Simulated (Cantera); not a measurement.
Input: 1 mol borazine, 1.2 mol H₂, 0.11 mol O₂, equilibrated at 0.410 bar.

Equilibrium computed with Cantera from the NASA thermochemical tables; the gas is ideal and each condensed phase is pure. Candidate condensed phases: B, BN, B₂O₃, B₃O₃H₃, H₂O; 39 gas species. The feed counts by its element totals alone. Mutual solubility and eutectic melting of coexisting phases are not modelled. Kinetics and transport are ignored. All values below are at 1452 °C.

Base state: H₂ 0.960, N₂ 0.0171, HBO 0.0103, HBO₂ 0.00761, B₂O₃ 0.00281, H₂O 0.00130, B₂O₂ 0.000483, H 0.000284 (mole fractions); condensed: BN(s) + B₂O₃(l).

Q: What changes in the equilibrium state with this change: pressure from 0.410 bar to 63.0 mbar?

A: 
```csv
species,before,after
H₂,0.960,0.945
HBO,0.0103,0.0214
N₂,0.0171,0.0200
BO,5.90e-5,0.000316
B₃O₃H₃,4.71e-5,9.99e-6
B₂O₂,0.000483,0.00212
"BN(s), mol",2.85,2.82
"B₂O₃(l), mol",0.0209,0
```
